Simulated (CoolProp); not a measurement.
50 sccm (0 °C, 1 atm) of nitrogen bubbles through liquid methanol at 322.3 K and leaves saturated at a total pressure of 0.15 MPa (ideal gas phase). Each further row changes one setting.

Values from CoolProp's reference Helmholtz-energy equation of state, de Reuck 1993.

| case | vapour pressure (kPa) | mole fraction of vapour | delivery (mg/min) | delivery (sccm) | change of delivery for a bath 1 K warmer (%) |
|---|---|---|---|---|---|
| as stated | 53.7 | 0.358 | 39.8 | 27.9 | 7.1 |
| bath temperature 327.3 K | 66.5 | 0.443 | 56.9 | 39.8 | 8.0 |
| total pressure 0.3 MPa | 53.7 | 0.179 | 15.6 | 10.9 | 5.5 |
